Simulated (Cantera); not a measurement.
CH₃F + H₂ (fluorocarbon and chlorocarbon gases)

Charge: 1 mol CH₃F, 0.13 mol H₂, at 27.0 Torr.

Method: chemical equilibrium by Gibbs-energy minimisation in Cantera with the NASA 1993 tables (ideal gas, pure condensed phases). Candidate condensed phases: C, C₆H₆, C₇H₈, C₈H₁₈; 95 gas species. Equilibrium is a limit: real reactors are often held back by kinetics, nucleation or transport.

From 2773 K to 3173 K the condensed part is C(graphite). From 3223 K to 3273 K nothing is condensed. The main C-bearing gas is C₂H₂ (acetylene) at 2773 K and C₃ at 3273 K.

```tsv
T (K)	x H	x HF	x H₂	x C₃	x F	x C₂H₂ (acetylene)	x C	x C₂H	n C(graphite)
2773	0.230	0.414	0.343	0.000627	0.00110	0.0105	0.000136	0.000843	0.939
2823	0.263	0.405	0.316	0.00116	0.00148	0.0114	0.000235	0.00124	0.926
2873	0.297	0.395	0.288	0.00210	0.00199	0.0122	0.000398	0.00179	0.908
2923	0.332	0.385	0.259	0.00373	0.00265	0.0128	0.000664	0.00252	0.884
2973	0.367	0.374	0.230	0.00648	0.00352	0.0132	0.00109	0.00349	0.847
3023	0.400	0.361	0.201	0.0111	0.00464	0.0133	0.00175	0.00472	0.790
3073	0.430	0.347	0.172	0.0185	0.00611	0.0132	0.00277	0.00626	0.700
3123	0.455	0.331	0.144	0.0305	0.00799	0.0127	0.00433	0.00811	0.554
3173	0.473	0.312	0.118	0.0494	0.0104	0.0118	0.00667	0.0102	0.315
3223	0.484	0.290	0.0944	0.0725	0.0134	0.0101	0.00986	0.0120	0
3273	0.508	0.278	0.0798	0.0716	0.0172	0.00712	0.0127	0.0111	0
```
x: gas mole fraction; n: condensed amount in mol.
